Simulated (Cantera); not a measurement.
# Thermodynamics of silicon etching in halogen gases, feed Si + F2

Feed: 1 mol Si, 0.91 mol F2, at 975 K and 0.0270 Torr.

These are equilibrium values from Cantera (NASA tables, ideal gas, pure condensed phases), not measurements of a reactor. Candidate condensed phases: Si; 9 gas species. The tables' values for SiF3, SiF2 are old estimates; treat these amounts as uncertain. Kinetics and transport are ignored.

| Quantity | Value |
|---|---|
| x(SiF4) | 0.994 |
| x(SiF3) | 0.00552 |
| x(SiF2) | 7.18e-5 |
| n(Si(s)) | 0.544 mol |
| gas amount | 0.4556 mol |
